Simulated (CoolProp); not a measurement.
Vapour-liquid equilibrium of octamethyltrisiloxane (MDM) (1) + octamethylcyclotetrasiloxane (D4) (2) at 51.85 °C; x and y are mole fractions of (1).

The numbers come from the multi-fluid Helmholtz-energy mixture model, Thol 2017 and Thol 2015; pair parameters Bell 2016 in CoolProp.

```json
[
 {"x": "0.05", "bubble pressure (MPa)": "0.0008976", "y at the bubble point": "0.149", "dew pressure at overall composition x (MPa)": "0.0008329", "liquid density (mol/L)": "3.112"},
 {"x": "0.125", "bubble pressure (MPa)": "0.001030", "y at the bubble point": "0.315", "dew pressure at overall composition x (MPa)": "0.0008811", "liquid density (mol/L)": "3.128"},
 {"x": "0.2", "bubble pressure (MPa)": "0.001155", "y at the bubble point": "0.438", "dew pressure at overall composition x (MPa)": "0.0009349", "liquid density (mol/L)": "3.144"},
 {"x": "0.275", "bubble pressure (MPa)": "0.001274", "y at the bubble point": "0.536", "dew pressure at overall composition x (MPa)": "0.0009951", "liquid density (mol/L)": "3.161"},
 {"x": "0.35", "bubble pressure (MPa)": "0.001391", "y at the bubble point": "0.616", "dew pressure at overall composition x (MPa)": "0.001063", "liquid density (mol/L)": "3.178"},
 {"x": "0.425", "bubble pressure (MPa)": "0.001506", "y at the bubble point": "0.685", "dew pressure at overall composition x (MPa)": "0.001140", "liquid density (mol/L)": "3.195"},
 {"x": "0.5", "bubble pressure (MPa)": "0.001621", "y at the bubble point": "0.744", "dew pressure at overall composition x (MPa)": "0.001228", "liquid density (mol/L)": "3.212"},
 {"x": "0.575", "bubble pressure (MPa)": "0.001737", "y at the bubble point": "0.796", "dew pressure at overall composition x (MPa)": "0.001329", "liquid density (mol/L)": "3.230"},
 {"x": "0.65", "bubble pressure (MPa)": "0.001853", "y at the bubble point": "0.842", "dew pressure at overall composition x (MPa)": "0.001446", "liquid density (mol/L)": "3.247"},
 {"x": "0.725", "bubble pressure (MPa)": "0.001971", "y at the bubble point": "0.883", "dew pressure at overall composition x (MPa)": "0.001583", "liquid density (mol/L)": "3.265"},
 {"x": "0.8", "bubble pressure (MPa)": "0.002090", "y at the bubble point": "0.920", "dew pressure at overall composition x (MPa)": "0.001747", "liquid density (mol/L)": "3.283"},
 {"x": "0.875", "bubble pressure (MPa)": "0.002210", "y at the bubble point": "0.953", "dew pressure at overall composition x (MPa)": "0.001946", "liquid density (mol/L)": "3.301"},
 {"x": "0.95", "bubble pressure (MPa)": "0.002331", "y at the bubble point": "0.982", "dew pressure at overall composition x (MPa)": "0.002198", "liquid density (mol/L)": "3.319"}
]
```

No azeotrope shows between x = 0.05 and 0.95.

The pair parameters rest on a limited set of measurements; away from them the model extrapolates.
